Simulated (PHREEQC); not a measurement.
Consider water at 25 °C with 0.29 mol CuCl2, 0.0083 mol HBF4 and 0.045 mol Na2SO4 per kg of water. Closed to the air; pH follows from the charge balance.

The numbers come from PHREEQC with the ion-association model, phreeqc.dat.

```csv
quantity,before,after
pH,2.29,2.19
ionic strength (mol/kgw),0.774,0.727
CuCl+ (mol/kgw),0.0607,0.0662
CuCl2 (mol/kgw),0.00534,0.00589
CuCl3- (mol/kgw),1.16e-5,1.25e-5
CuOH+ (mol/kgw),1.38e-7,1.20e-7
```

**Question.** Which change was made?
A) HBF4 left out
B) temperature from 25 to 15 °C
C) Na2SO4 from 0.045 to 0.0675 mol/kgw
D) HBF4 from 0.0083 to 0.00415 mol/kgw
E) Na2SO4 left out

**Answer.** E, Na2SO4 left out

This is a speciation only: nothing precipitates in the calculation. The ionic strength passes 0.7 mol/kgw, the rough limit of the ion-association models, in every such run. Real BF4- forms and hydrolyses slowly; the run takes it at equilibrium.
